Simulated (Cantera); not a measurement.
Input (Python, Cantera) and output of one run.

```python
import numpy as np
import cantera as ct

gas_names = """
    Br Br2 H HBr HO2 H2 H2O H2O2 O OH O2 O3
""".split()
cond_names = """
    Br2(cr) Br2(L) H2O(s) H2O(L)
""".split()


def load(file, names, dense=False):
    # The tables refer to 1 bar. Condensed volumes are neglected.
    table = {s.name: s for s in ct.Species.list_from_file(file)}
    out = []
    for n in names:
        d = dict(table[n].input_data)
        d["thermo"] = dict(d["thermo"], **{"reference-pressure": 1e5})
        if dense:
            d["equation-of-state"] = {"model": "constant-volume", "density": "1e6 g/cm^3"}
        out.append(ct.Species.from_dict(d))
    return out


gas = ct.Solution(thermo="ideal-gas", species=load("nasa_gas.yaml", gas_names))
cond = {s.name: ct.Solution(thermo="fixed-stoichiometry", species=[s], name=s.name)
        for s in load("nasa_condensed.yaml", cond_names, dense=True)}
atoms = {
    'HBr': {'H': 1, 'Br': 1},
    'O2': {'O': 2},
    'H2': {'H': 2},
}
top_T = {}  # K; cautious upper limits of use, not melting points


def equilibrate(T, P, feed):
    n = {}
    for name, mol in feed.items():
        for a, k in atoms[name].items():
            n[a] = n.get(a, 0.0) + k * mol
    gas.TPX = T, P, n
    mass = sum(n.values()) * gas.mean_molecular_weight
    gas.equilibrate("TP")
    valid = [c for c in cond.values() if c.min_temp <= T <= top_T.get(c.name, c.max_temp)]
    mix = ct.Mixture([(gas, mass / gas.mean_molecular_weight)] + [(c, 0.0) for c in valid])
    mix.T, mix.P = T, P
    mix.equilibrate("TP", solver="vcs", rtol=1e-11, max_steps=5000)
    return mix


results = []
feed = {'HBr': 1, 'O2': 0.63, 'H2': 3.1}  # mol
T = 2948.15  # K
P = 500  # Pa
mix = equilibrate(T, P, feed)
results.append((T, P, feed, dict(zip(mix.species_names, mix.species_moles))))
x = sorted(zip(gas.X, gas.species_names), reverse=True)
print(f"T = {T:g} K  P = {P:g} Pa  gas = {mix.phase_moles(0):.4g} mol")
print("   x: " + "  ".join(f"{s} {v:.3e}" for v, s in x if v > 1e-06))
print("   condensed (mol): " + ("  ".join(f"{mix.phase(i).name} {mix.phase_moles(i):.4g}"
      for i in range(1, mix.n_phases) if mix.phase_moles(i) > 1e-12) or "none"))
```

Result:

```
T = 2948.15 K  P = 500 Pa  gas = 8.058 mol
   x: H 6.190e-01  Br 1.207e-01  H2 1.063e-01  O 1.014e-01  OH 2.823e-02  H2O 1.520e-02  O2 5.761e-03  HBr 3.365e-03
   condensed (mol): none
```

These are equilibrium values from Cantera (NASA tables, ideal gas, pure condensed phases), not measurements of a reactor.
